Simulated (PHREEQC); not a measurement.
Make-up at 25 °C: 0.074 mol/kgw H2SO4, 0.094 mol/kgw MnSO4 and 5.1e-05 mol/kgw Fe2(SO4)3. Closed to the air; pH follows from the charge balance.

Model: ion-association model, wateq4f.dat, run in PHREEQC.

This is a speciation only: nothing precipitates in the calculation.

Question: What pH does the model give?

Answer: pH 1.30.

Question: In which forms is Fe present?

Answer: FeSO4+ 61 %, FeHSO4+2 20 %, Fe(SO4)2- 16 %, Fe+3 2.9 % of the Fe.
